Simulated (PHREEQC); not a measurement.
# Leach liquor (model solution)

Solution (42 °C): 0.0023 mol H2SO4, 0.00014 mol MnSO4 and 0.00016 mol NiSO4 per kg of water. Closed to the air; pH follows from the charge balance.

The numbers come from PHREEQC with the ion-association model, wateq4f.dat.

Precipitation was switched off in this run.

Q: Predict the pH, ionic strength.

A: pH 2.45; ionic strength 0.00643 mol/kgw.

Q: In which forms is S present?

A: SO4-2 70 %, HSO4- 28 %, NiSO4 1.0 %, MnSO4 1.0 % of the S.

Complexes and solids missing from the database can't appear. Constants without temperature data keep their 25 °C values here.
